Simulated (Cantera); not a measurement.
Charge: 1 mol Si, 4.6 mol H2, 0.91 mol HCl, equilibrated at 1 atm.

These are equilibrium values from Cantera (NASA tables, ideal gas, pure condensed phases), not measurements of a reactor. Candidate condensed phases: Si; 19 gas species. The tables' values for SiCl3 are old estimates; treat these amounts as uncertain. Rates play no part. All values below are at 975 °C.

Base state: H2 0.920, HCl 0.0397, SiCl4 0.0170, SiHCl3 0.0139, SiCl2 0.00431, SiCl3 0.00319, SiH2Cl2 0.00154, SiH3Cl 4.73e-5 (mole fractions); condensed: Si(s).

**Question.** What changes in the equilibrium state with this change: H2 from 4.6 to 0.39 mol?

**Answer.** 
| species | before | after |
|---|---|---|
| H2 | 0.920 | 0.720 |
| SiCl4 | 0.0170 | 0.134 |
| HCl | 0.0397 | 0.0588 |
| SiHCl3 | 0.0139 | 0.0576 |
| SiCl3 | 0.00319 | 0.0149 |
| SiCl2 | 0.00431 | 0.0121 |
| SiH2Cl2 | 0.00154 | 0.00337 |
| SiH3Cl | 4.73e-5 | 5.48e-5 |
| Si(s), mol | 0.787 | 0.760 |

**Question.** What changes in the equilibrium state with this change: Si replaced by SiCl4?

**Answer.** 
| species | before | after |
|---|---|---|
| H2 | 0.920 | 0.681 |
| HCl | 0.0397 | 0.166 |
| SiCl4 | 0.0170 | 0.128 |
| SiHCl3 | 0.0139 | 0.0185 |
| SiH3Cl | 4.73e-5 | 1.97e-6 |
| SiH2Cl2 | 0.00154 | 0.000362 |
| SiCl2 | 0.00431 | 0.00137 |
| SiCl3 | 0.00319 | 0.00493 |
| Si(s), mol | 0.787 | 0 |

**Question.** What changes in the equilibrium state with this change: pressure from 1 atm to 100 Torr?

**Answer.** 
```csv
species,before,after
H2,0.920,0.904
HCl,0.0397,0.0612
SiCl4,0.0170,0.0131
SiHCl3,0.0139,0.00681
SiCl2,0.00431,0.0104
SiH3Cl,4.73e-5,9.42e-6
SiH2Cl2,0.00154,0.000481
SiCl3,0.00319,0.00435
"Si(s), mol",0.787,0.811
```
